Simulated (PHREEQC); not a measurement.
Dissolve 0.017 mol/kgw HF, 3.6e-05 mol/kgw KF, 0.0058 mol/kgw (NH4)2SiF6 and 3.6e-05 mol/kgw H2SO4 at 25 °C. Closed to the air; pH follows from the charge balance.

All values are PHREEQC results (ion-association model, wateq4f.dat), not measurements.

Precipitation was switched off in this run.

Problem. Predict the pH, ionic strength.

Solution. pH 2.52; ionic strength 0.0209 mol/kgw.

Problem. In which forms is F present?

Solution. SiF6-2 67 %, HF 24 %, F- 6.2 %, H2F2 1.6 %, HF2- 0.6 % of the F.

SiF6-2 is the database's only silicon fluoride.
